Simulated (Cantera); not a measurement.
What does this Cantera script print?

```python
import numpy as np
import cantera as ct

gas_names = [...]  # 110 gases of nasa_gas.yaml made of C, H, N
cond_names = """
    C(gr) C6H6(L) C7H8(L) C8H18(L),n-octa
""".split()


# ... load() reads the species with a 1 bar reference pressure and builds the phases ...
atoms = {
    'C2H2': {'C': 2, 'H': 2},
    'H2': {'H': 2},
    'N2': {'N': 2},
}
top_T = {'C(gr)': 4500}  # K; cautious upper limits of use, not melting points


# ... equilibrate(T, P, feed) seeds the gas with the atoms and calls Mixture.equilibrate('TP', solver="vcs", rtol=1e-11, max_steps=5000) ...
results = []
feed = {'C2H2': 1, 'H2': 18, 'N2': 0.85}  # mol
P = 133.322  # Pa
for T in [2000, 2250, 2500, 2750, 3000, 3250, 3500, 3750, 4000, 4250, 4500, 4750, 5000]:
    mix = equilibrate(T, P, feed)
    results.append((T, P, feed, dict(zip(mix.species_names, mix.species_moles))))

top = {s: max(r[3][s] / sum(r[3][g] for g in gas_names) for r in results) for s in gas_names}
cols = sorted((s for s in top if top[s] > 0.0001), key=lambda s: -top[s])[:9]
seen = [c for c in cond_names if any(r[3].get(c, 0) > 1e-12 for r in results)]
print("log10 of partial pressures in bar; condensed amounts in mol")
print(f"{'T/K':>10s}" + "".join(f"{s[:9]:>10s}" for s in cols + seen))
for T, P, feed, n in results:
    ng = sum(n[g] for g in gas_names)
    print(f"{T:10.4g}" + "".join(f"{np.log10(max(n[s] / ng * P / 1e5, 1e-99)):10.3f}" for s in cols)
          + "".join(f"{n.get(c, 0):10.4g}" for c in seen))
```

It prints:

```
log10 of partial pressures in bar; condensed amounts in mol
       T/K         H        H2         C        N2         N        C3       HCN C2H2,acet        CN     C(gr)
      2000    -4.246    -2.914   -10.517    -4.269   -11.179   -10.557    -5.423    -6.029    -8.383     1.911
      2250    -3.622    -2.985    -8.439    -4.322    -9.812    -8.187    -5.106    -5.461    -7.151     1.745
      2500    -3.197    -3.194    -6.779    -4.432    -8.750    -6.304    -4.963    -5.160    -6.203     1.422
      2750    -2.985    -3.640    -5.452    -4.569    -7.904    -4.859    -5.036    -5.248    -5.481         0
      3000    -2.918    -4.233    -4.775    -4.594    -7.153    -4.947    -5.593    -6.400    -5.264         0
      3250    -2.908    -4.829    -4.365    -4.603    -6.511    -5.508    -6.265    -7.789    -5.236         0
      3500    -2.907    -5.357    -4.233    -4.595    -5.952    -6.652    -7.062    -9.437    -5.423         0
      3750    -2.907    -5.816    -4.205    -4.602    -5.474    -7.901    -7.845   -11.036    -5.677         0
      4000    -2.908    -6.221    -4.196    -4.641    -5.071    -9.044    -8.564   -12.469    -5.931         0
      4250    -2.909    -6.580    -4.193    -4.738    -4.747   -10.068    -9.235   -13.745    -6.191         0
      4500    -2.912    -6.901    -4.193    -4.928    -4.510   -10.986    -9.888   -14.885    -6.476         0
      4750    -2.914    -7.188    -4.195    -5.239    -4.368   -11.812   -10.543   -15.908    -6.802         0
      5000    -2.915    -7.446    -4.197    -5.646    -4.302   -12.557   -11.196   -16.828    -7.159         0
```

Equilibrium computed with Cantera from the NASA thermochemical tables; the gas is ideal and each condensed phase is pure.
